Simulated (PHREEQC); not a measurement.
1 kg of water holding 0.1 mol KCl and 0.064 mol NaCl is evaporated at 15 °C; the solids stay in contact with the brine. No CO2 enters from the air. The run lets Halite, Sylvite precipitate or redissolve, and no other solid.

The series has 28 steps of water left (kg), from 1 to 0.005012.

Equilibrium calculation in PHREEQC: Pitzer model, pitzer.dat.

Which solids form, in which order, and at which step of the series does each first stand?

Sylvite from water left = 0.0293 kg; Halite from water left = 0.01099 kg.

Species that the database lacks are ignored.
